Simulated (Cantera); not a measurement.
A closed system holds: 1 mol SiH2Cl2, 0.026 mol CH4, 14 mol H2, at 1.95 Torr.

Method: chemical equilibrium by Gibbs-energy minimisation in Cantera with the NASA 1993 tables (ideal gas, pure condensed phases). Candidate condensed phases: C, C6H6, C7H8, C8H18, Si, SiC; 109 gas species. Mutual solubility and eutectic melting of coexisting phases are not modelled. The tables' values for SiCl, SiCl3 are old estimates; treat these amounts as uncertain. Gases not in the tables: Si2H6 and higher silanes. Kinetics and transport are ignored.

Q: At 1600 °C, list the 4 most abundant gas species with their mole fractions, and the condensed phases.

A: H2 0.882, HCl 0.0804, SiCl2 0.0206, H 0.0119. Condensed: Si(l) + SiC(s).
